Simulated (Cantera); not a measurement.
Transport properties of process gases

Gas mixture: 7.53 % O₂, 92.5 % N₂O, at 0.178 atm, frozen composition.

Cantera's kinetic-theory transport with the Lennard-Jones parameters of GRI-Mech 3.0, ideal gas; thermal conductivity in the multicomponent form. The composition is frozen, though it would react at the higher temperatures.

| T (K) | ρ (kg/m³) | cp (J/kg/K) | μ (µPa s) | λ (mW/m/K) | Pr | D (cm²/s) NH₃ | D (cm²/s) NO | D (cm²/s) N₂ |
|---|---|---|---|---|---|---|---|---|
| 400 | 0.233 | 968.7 | 19.8 | 25.8 | 0.743 | 1.62 | 1.48 | 1.51 |
| 550 | 0.170 | 1069 | 25.9 | 37.2 | 0.743 | 2.98 | 2.59 | 2.65 |
| 700 | 0.133 | 1144 | 31.2 | 48.1 | 0.742 | 4.67 | 3.93 | 4.01 |
| 850 | 0.110 | 1202 | 36.0 | 58.5 | 0.740 | 6.64 | 5.47 | 5.58 |
| 1000 | 0.0933 | 1246 | 40.5 | 68.2 | 0.739 | 8.87 | 7.20 | 7.35 |
| 1150 | 0.0812 | 1275 | 44.6 | 77.2 | 0.738 | 11.3 | 9.10 | 9.29 |
D: mixture-averaged diffusion coefficient of that species in the mixture.
